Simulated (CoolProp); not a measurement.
Vapour-liquid equilibrium of 1-butene (1) + acetone (2) at 334 K; x and y are mole fractions of (1).

The numbers come from the multi-fluid Helmholtz-energy mixture model, Lemmon 2005 and Lemmon 2006; pair parameters Bell 2016 in CoolProp.

**Question.** Give the bubble pressure and the first vapour's composition at x = 0.05, 0.45, 0.55. Is there an azeotrope?

**Answer.** x = 0.05: 1.952 bar, y = 0.403; x = 0.45: 5.562 bar, y = 0.836; x = 0.55: 6.006 bar, y = 0.860. No azeotrope shows between x = 0.05 and 0.95.

The pair parameters rest on a limited set of measurements; away from them the model extrapolates.
